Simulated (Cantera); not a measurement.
**Thermodynamics of silicon oxide and oxynitride deposition, feed SiH2Cl2 + N2O + N2**

Input: 1 mol SiH2Cl2, a varied amount of N2O, 3.9 mol N2, held at 977 °C and 165 Torr.

Equilibrium computed with Cantera from the NASA thermochemical tables; the gas is ideal and each condensed phase is pure. Candidate condensed phases: H2O, NH4Cl, Si, SiO2, Si2N2O, Si3N4; 47 gas species. Mutual solubility and eutectic melting of coexisting phases are not modelled. The tables' values for SiCl3 are old estimates; treat these amounts as uncertain. The tables hold silica as quartz up to 1696 K and as liquid above; real silica turns to tridymite and cristobalite and melts near 1996 K. Equilibrium is a limit: real reactors are often held back by kinetics, nucleation or transport.

```json
[
 {"n(N2O) (mol)": "1.7", "x N2": "0.740", "x HCl": "0.239", "x O2": "<1e-12", "x H2O": "3.11e-6", "x Cl2": "1.14e-8", "x H2": "0.0141", "x SiCl4": "0.00698", "x Cl": "1.78e-6", "n SiO2(β-quartz)": "0.818", "n Si2N2O(s)": "0.0648"},
 {"n(N2O) (mol)": "2.2", "x N2": "0.748", "x HCl": "0.220", "x O2": "0.00602", "x H2O": "0.0124", "x Cl2": "0.0115", "x H2": "1.18e-8", "x SiCl4": "3.13e-10", "x Cl": "0.00179", "n SiO2(β-quartz)": "1.00", "n Si2N2O(s)": "0"},
 {"n(N2O) (mol)": "2.9", "x N2": "0.740", "x HCl": "0.184", "x O2": "0.0406", "x H2O": "0.0167", "x Cl2": "0.0156", "x H2": "6.09e-9", "x SiCl4": "8.54e-11", "x Cl": "0.00208", "n SiO2(β-quartz)": "1.00", "n Si2N2O(s)": "0"},
 {"n(N2O) (mol)": "3.8", "x N2": "0.732", "x HCl": "0.157", "x O2": "0.0771", "x H2O": "0.0167", "x Cl2": "0.0156", "x H2": "4.41e-9", "x SiCl4": "4.47e-11", "x Cl": "0.00208", "n SiO2(β-quartz)": "1.00", "n Si2N2O(s)": "0"},
 {"n(N2O) (mol)": "5", "x N2": "0.722", "x HCl": "0.132", "x O2": "0.114", "x H2O": "0.0154", "x Cl2": "0.0144", "x H2": "3.36e-9", "x SiCl4": "2.58e-11", "x Cl": "0.00200", "n SiO2(β-quartz)": "1.00", "n Si2N2O(s)": "0"},
 {"n(N2O) (mol)": "6.6", "x N2": "0.714", "x HCl": "0.109", "x O2": "0.149", "x H2O": "0.0137", "x Cl2": "0.0127", "x H2": "2.60e-9", "x SiCl4": "1.53e-11", "x Cl": "0.00188", "n SiO2(β-quartz)": "1.00", "n Si2N2O(s)": "0"},
 {"n(N2O) (mol)": "8.6", "x N2": "0.706", "x HCl": "0.0893", "x O2": "0.180", "x H2O": "0.0118", "x Cl2": "0.0109", "x H2": "2.05e-9", "x SiCl4": "9.38e-12", "x Cl": "0.00174", "n SiO2(β-quartz)": "1.00", "n Si2N2O(s)": "0"},
 {"n(N2O) (mol)": "11", "x N2": "0.699", "x HCl": "0.0736", "x O2": "0.206", "x H2O": "0.0101", "x Cl2": "0.00929", "x H2": "1.64e-9", "x SiCl4": "5.93e-12", "x Cl": "0.00160", "n SiO2(β-quartz)": "1.00", "n Si2N2O(s)": "0"},
 {"n(N2O) (mol)": "15", "x N2": "0.692", "x HCl": "0.0570", "x O2": "0.234", "x H2O": "0.00811", "x Cl2": "0.00739", "x H2": "1.23e-9", "x SiCl4": "3.30e-12", "x Cl": "0.00143", "n SiO2(β-quartz)": "1.00", "n Si2N2O(s)": "0"}
]
```
x: gas mole fraction; n: condensed amount in mol.

At 1.7 mol N2O the condensed part is SiO2(β-quartz) + Si2N2O(s). From 2.2 mol N2O to 15 mol N2O the condensed part is SiO2(β-quartz).
